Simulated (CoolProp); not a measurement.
Nitrous oxide along the isotherm 500 K: density (kg/m³) from the reference equation and from simpler models built on Tc = 309.5 K, pc = 7.245 MPa, ω = 0.161; each cubic takes its own stable root.

The numbers come from the reference Helmholtz-energy equation of state, Lemmon 2006 in CoolProp. It is a short technical equation, of lower accuracy than the large ones.

```
p (MPa)          phase  reference  ideal gas  van der Waals  Redlich-Kwong  Peng-Robinson
-------  -------------  ---------  ---------  -------------  -------------  -------------
0.158              gas      1.675      1.673          1.676          1.675          1.675
0.325              gas      3.450      3.441          3.454          3.452          3.452
0.667              gas      7.102      7.062          7.117          7.111          7.109
1.37               gas      14.67      14.50          14.74          14.71          14.70
2.81               gas      30.46      29.75          30.76          30.62          30.58
5.77               gas      64.08      61.09          65.49          64.76          64.47
11.9     supercritical      138.3      126.0          145.6          141.0          138.9
24.3     supercritical      296.9      257.3          320.7          303.1          293.2
50       supercritical      548.5      529.4          522.4          551.8          545.9
```
